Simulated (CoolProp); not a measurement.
Saturated liquid density (kg/m³) of toluene: the reference equation beside estimates from Tc = 318.6 °C, pc = 4.126 MPa, ω = 0.266.

Values from CoolProp's reference Helmholtz-energy equation of state, Lemmon 2006. It is a short technical equation, of lower accuracy than the large ones.

| T (°C) | reference | Redlich-Kwong | Peng-Robinson |
|---|---|---|---|
| 107.95 | 781.9 | 675.5 | 791.5 |
| 113.25 | 776.4 | 670.0 | 786.0 |
| 118.65 | 770.8 | 664.3 | 780.3 |
| 123.95 | 765.3 | 658.6 | 774.5 |
| 129.25 | 759.6 | 652.8 | 768.6 |
| 134.65 | 753.8 | 646.8 | 762.4 |
| 139.95 | 748.1 | 640.7 | 756.1 |
| 145.35 | 742.2 | 634.5 | 749.6 |
| 150.65 | 736.2 | 628.2 | 743.0 |
| 155.95 | 730.2 | 621.8 | 736.3 |
| 161.35 | 724.1 | 615.2 | 729.2 |
| 166.65 | 717.9 | 608.5 | 722.1 |
| 172.05 | 711.5 | 601.6 | 714.6 |

Absolute difference from the reference over all 13 rows, mean and median: Redlich-Kwong 14.4 and 14.4 %, Peng-Robinson 1.0 and 1.1 %.
